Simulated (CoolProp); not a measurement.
R114 along the isotherm 226.85 °C: fugacity coefficient from the reference equation and from simpler models built on Tc = 147.5 °C, pc = 3.352 MPa, ω = 0.252; each cubic takes its own stable root.

Model: reference Helmholtz-energy equation of state, Platzer 1990, in CoolProp. This equation is an older, rougher fit; its heat capacities, sound speeds and derivatives of the liquid may be far off and weren't checked against measurements.

```json
[
 {"p (MPa)": "0.0664", "phase": "gas", "reference": "0.9963"},
 {"p (MPa)": "0.0975", "phase": "gas", "reference": "0.9946"},
 {"p (MPa)": "0.143", "phase": "gas", "reference": "0.9921"},
 {"p (MPa)": "0.21", "phase": "gas", "reference": "0.9884"},
 {"p (MPa)": "0.308", "phase": "gas", "reference": "0.9831"},
 {"p (MPa)": "0.452", "phase": "gas", "reference": "0.9752"},
 {"p (MPa)": "0.664", "phase": "gas", "reference": "0.9636"},
 {"p (MPa)": "0.975", "phase": "gas", "reference": "0.9468"},
 {"p (MPa)": "1.43", "phase": "gas", "reference": "0.9224"},
 {"p (MPa)": "2.1", "phase": "gas", "reference": "0.8869"},
 {"p (MPa)": "3.08", "phase": "gas", "reference": "0.8363"},
 {"p (MPa)": "4.52", "phase": "supercritical", "reference": "0.7650"},
 {"p (MPa)": "6.64", "phase": "supercritical", "reference": "0.6705"},
 {"p (MPa)": "9.75", "phase": "supercritical", "reference": "0.5688"},
 {"p (MPa)": "14.3", "phase": "supercritical", "reference": "0.4898"},
 {"p (MPa)": "21", "phase": "supercritical", "reference": "0.4454"}
]
```

How far does each simpler model (van der Waals, Redlich-Kwong) lie from the reference over these 16 states: mean and median of the absolute difference, and the worst?


- van der Waals: mean 1.3 %, median 0.4 %, worst -5.8 % at 226.85 °C and 9.75 MPa
- Redlich-Kwong: mean 1.5 %, median 0.7 %, worst -4.4 % at 226.85 °C and 21 MPa
